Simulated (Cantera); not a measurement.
An isothermal, constant-pressure homogeneous reactor starts with C2H6 : N2 = 1 : 4.1 (molar parts), at 1975 K and 760 Pa.

Detailed kinetics in Cantera: GRI-Mech 3.0 (53 species, 325 reactions). GRI-Mech 3.0 stops at C3 and has no aromatics, soot or wall deposition, so with more carbon than oxygen in the feed, carbon stays in small species such as C2H2 where larger ones or solid carbon would form. Radical loss at walls, strong at low pressure, is not modelled.

x: mole fraction; the columns are a selection and need not sum to one.

| t (s) | x C2H6 | x C2H | x HCN | x C2H2 | x CH3 | x CH4 | x H2 |
|---|---|---|---|---|---|---|---|
| 0.000900 | 7.42e-5 | 3.97e-5 | 2.61e-5 | 0.0990 | 0.0191 | 0.0442 | 0.194 |
| 0.00262 | 1.81e-5 | 2.34e-5 | 3.06e-5 | 0.120 | 0.00765 | 0.0366 | 0.226 |
| 0.00765 | 6.09e-6 | 1.65e-5 | 3.37e-5 | 0.128 | 0.00398 | 0.0281 | 0.242 |
| 0.0223 | 2.24e-6 | 1.49e-5 | 3.75e-5 | 0.133 | 0.00234 | 0.0186 | 0.256 |
| 0.0651 | ? | ? | ? | 0.137 | ? | ? | 0.269 |
| 0.190 | 5.33e-8 | 2.70e-5 | 6.73e-5 | 0.140 | 0.000429 | 0.00194 | 0.277 |
| 0.553 | 9.39e-10 | ? | ? | 0.140 | ? | ? | 0.278 |
| 1.61 | 5.67e-12 | 6.99e-5 | 0.000179 | 0.140 | 6.55e-6 | 1.14e-5 | 0.277 |
| 4.70 | <1e-12 | 7.22e-5 | 0.000203 | 0.140 | 1.75e-6 | 2.94e-6 | 0.276 |
| 13.7 | <1e-12 | 7.22e-5 | 0.000246 | 0.140 | 1.78e-6 | 2.99e-6 | 0.276 |
| 40.0 | <1e-12 | 7.22e-5 | 0.000368 | 0.140 | 1.90e-6 | 3.19e-6 | 0.276 |

### Question
Complete the blanks.

### Answer

- 0.0651, x C2H6: 5.89e-7
- 0.0651, x C2H: 1.78e-5
- 0.0651, x HCN: 4.54e-5
- 0.0651, x CH3: 0.00125
- 0.0651, x CH4: 0.00844
- 0.553, x C2H: 4.90e-5
- 0.553, x HCN: 0.000122
- 0.553, x CH3: 7.35e-5
- 0.553, x CH4: 0.000183
